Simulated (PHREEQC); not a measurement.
Make-up at 25 °C and 50 atm: 7.9e-05 mol/kgw Ca(HCO3)2 and 0.00011 mol/kgw Na2HPO4. Closed to the air; pH follows from the charge balance.

All values are PHREEQC results (ion-association model, phreeqc.dat), not measurements.

| quantity | before | after |
|---|---|---|
| pH | 8.40 | 8.73 |
| ionic strength (mol/kgw) | 0.000542 | 0.000550 |

Question: Name the change that produced these shifts.
A) Ca(HCO3)2 from 7.9e-05 to 7.9e-06 mol/kgw
B) 1.5e-05 mol/kgw NH3 added
C) Ca(HCO3)2 left out
D) Na2HPO4 left out

Answer: B, 1.5e-05 mol/kgw NH3 added

This is a speciation only: nothing precipitates in the calculation. Some of these states are supersaturated (in Hydroxyapatite, for instance). Under pressure, the constants of complexes without a molar volume in the database are unreliable.
